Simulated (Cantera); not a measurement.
An adiabatic, constant-volume homogeneous reactor starts with CH4 : O2 : N2 = 1 : 1.18 : 4.12 (molar parts), at 1250 K and 5700 Torr. Integrator tolerance rtol = 1e-08.

Computed with Cantera and GRI-Mech 3.0 (53 species, 325 reactions).

Problem. What does this change do: initial temperature 1250 to 1400 K?

Solution. 
```csv
quantity,before,after
time of steepest temperature rise,4.03 ms,0.731 ms
temperature at 3.00 s,2875 K,2969 K
equilibrium temperature,2875 K,2969 K
x(CH4) at 3.00 s,3.38e-10 (gas-phase equilibrium 3.81e-10),2.18e-10 (gas-phase equilibrium 2.46e-10)
x(O2) at 3.00 s,8.90e-5 (gas-phase equilibrium 8.90e-5),0.000185 (gas-phase equilibrium 0.000185)
x(CH2) at 3.00 s,5.19e-11 (gas-phase equilibrium 5.65e-11),6.74e-11 (gas-phase equilibrium 7.29e-11)
x(H2O) at 3.00 s,0.162 (gas-phase equilibrium 0.162),0.159 (gas-phase equilibrium 0.159)
x(CH2O) at 3.00 s,1.04e-7 (gas-phase equilibrium 1.04e-7),9.58e-8 (gas-phase equilibrium 9.58e-8)
x(HO2) at 3.00 s,2.65e-7 (gas-phase equilibrium 2.65e-7),5.35e-7 (gas-phase equilibrium 5.35e-7)
```
